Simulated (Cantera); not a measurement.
Input: 1 mol n-butane, 0.06 mol O2, 33 mol H2, at 748.15 K and 1000 Pa.

These are equilibrium values from Cantera (NASA tables, ideal gas, pure condensed phases), not measurements of a reactor. Candidate condensed phases: C, C6H6, C7H8, C8H18, H2O; 110 gas species. Equilibrium is a limit: real reactors are often held back by kinetics, nucleation or transport.

Base state: H2 0.966, CH4 0.0308, CO 0.00167, H2O 0.00155, CO2 1.66e-5 (mole fractions); condensed: C(graphite).

Task: What changes in the equilibrium state with this change: temperature from 748.15 K to 2748 K?

Result: 
```csv
species,before,after
H2,0.966,0.500
H,<1e-9,0.480
C2H2 (acetylene),<1e-9,0.0140
CH4,0.0308,2.61e-7
C3,<1e-9,0.00164
C2H,<1e-9,0.00155
"C(graphite), mol",2.80,1.99
```
